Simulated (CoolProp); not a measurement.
A simple Rankine cycle with propyne: condensing at 297.15 K, boiler at 2.68 MPa, turbine inlet 366.9 K, turbine efficiency 0.65, pump efficiency 0.7, no recuperator. Each further row changes one setting.

Model: reference Helmholtz-energy equation of state, Polt 1992, in CoolProp. This equation is an older, rougher fit; its heat capacities, sound speeds and derivatives of the liquid may be far off and weren't checked against measurements.

| case | thermal efficiency (%) | net work (kJ/kg) | heat in (kJ/kg) | turbine exit temperature (K) | volume ratio over the turbine |
|---|---|---|---|---|---|
| as stated | 9.5 | 49.2 | 519 | 298.8 | (withheld) |
| turbine inlet 386.9 K | 9.8 | 56.3 | 572 | 324.4 | 4.72 |
| condensing temperature 289.15 K | 10.6 | 57.1 | 537 | (withheld) | (withheld) |
| boiler pressure 1.88 MPa | 7.9 | 44.0 | 553 | 320.6 | (withheld) |
| turbine efficiency 0.55 | 7.9 | (withheld) | 519 | 303.4 | (withheld) |

Problem. Complete the blanks.

Solution. 
- as stated, volume ratio over the turbine: 4.89
- condensing temperature 289.15 K, turbine exit temperature (K): 290.9
- condensing temperature 289.15 K, volume ratio over the turbine: 6.15
- boiler pressure 1.88 MPa, volume ratio over the turbine: 3.27
- turbine efficiency 0.55, net work (kJ/kg): 40.9
- turbine efficiency 0.55, volume ratio over the turbine: 5.00
